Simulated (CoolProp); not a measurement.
A Linde-Hampson liquefier for dry air: isothermal reversible compression at 230 K from 1 atm to 15 MPa, throttling to 1 atm, return gas leaving the recuperator 2 K below the feed. Each further row changes one setting.

Computed with CoolProp (reference Helmholtz-energy equation of state, Lemmon 2000). It is a pseudo-pure fit of the blend.

```tsv
case	liquid yield per pass	compression work (kJ/kg of gas)
as stated	0.139	320
high pressure 30 MPa	0.199	363
warm-end temperature 260 K	0.096	367
warm-end gap 7 K	0.127	320
```
